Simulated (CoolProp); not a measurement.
Vapour-liquid equilibrium of C2F6 (R116) (1) + R143a (2) at 217 K; x and y are mole fractions of (1).

The numbers come from the multi-fluid Helmholtz-energy mixture model, Lemmon 2006 and Lemmon and Jacobsen 2000; pair parameters Bell 2016 in CoolProp.

```json
[
 {"x": "0.05", "bubble pressure (bar)": "1.019", "y at the bubble point": "0.381", "dew pressure at overall composition x (bar)": "0.6838", "liquid density (mol/L)": "13.95"},
 {"x": "0.125", "bubble pressure (bar)": "1.462", "y at the bubble point": "?", "dew pressure at overall composition x (bar)": "0.7394", "liquid density (mol/L)": "13.63"},
 {"x": "0.2", "bubble pressure (bar)": "1.793", "y at the bubble point": "0.682", "dew pressure at overall composition x (bar)": "0.8045", "liquid density (mol/L)": "13.33"},
 {"x": "0.275", "bubble pressure (bar)": "2.036", "y at the bubble point": "0.733", "dew pressure at overall composition x (bar)": "0.8818", "liquid density (mol/L)": "13.03"},
 {"x": "0.35", "bubble pressure (bar)": "2.215", "y at the bubble point": "0.766", "dew pressure at overall composition x (bar)": "?", "liquid density (mol/L)": "12.74"},
 {"x": "0.425", "bubble pressure (bar)": "?", "y at the bubble point": "0.790", "dew pressure at overall composition x (bar)": "1.090", "liquid density (mol/L)": "?"},
 {"x": "0.5", "bubble pressure (bar)": "2.452", "y at the bubble point": "0.808", "dew pressure at overall composition x (bar)": "1.234", "liquid density (mol/L)": "12.20"},
 {"x": "0.575", "bubble pressure (bar)": "?", "y at the bubble point": "0.825", "dew pressure at overall composition x (bar)": "1.419", "liquid density (mol/L)": "11.96"},
 {"x": "0.65", "bubble pressure (bar)": "?", "y at the bubble point": "0.841", "dew pressure at overall composition x (bar)": "1.665", "liquid density (mol/L)": "11.73"},
 {"x": "0.725", "bubble pressure (bar)": "2.681", "y at the bubble point": "0.860", "dew pressure at overall composition x (bar)": "1.995", "liquid density (mol/L)": "?"},
 {"x": "0.8", "bubble pressure (bar)": "2.749", "y at the bubble point": "0.883", "dew pressure at overall composition x (bar)": "2.407", "liquid density (mol/L)": "11.31"},
 {"x": "0.875", "bubble pressure (bar)": "2.811", "y at the bubble point": "0.915", "dew pressure at overall composition x (bar)": "2.727", "liquid density (mol/L)": "11.14"},
 {"x": "0.95", "bubble pressure (bar)": "2.861", "y at the bubble point": "0.959", "dew pressure at overall composition x (bar)": "2.854", "liquid density (mol/L)": "10.98"}
]
```

Question: Some entries are withheld; supply them.

Answer: 
- 0.125, y at the bubble point: 0.590
- 0.35, dew pressure at overall composition x (bar): 0.9750
- 0.425, bubble pressure (bar): 2.349
- 0.425, liquid density (mol/L): 12.47
- 0.575, bubble pressure (bar): 2.537
- 0.65, bubble pressure (bar): 2.611
- 0.725, liquid density (mol/L): 11.51

No azeotrope shows between x = 0.05 and 0.95.

The pair parameters rest on a limited set of measurements; away from them the model extrapolates. With so large a gap from Raoult's law the liquid may split in two, which this calculation doesn't test in full.
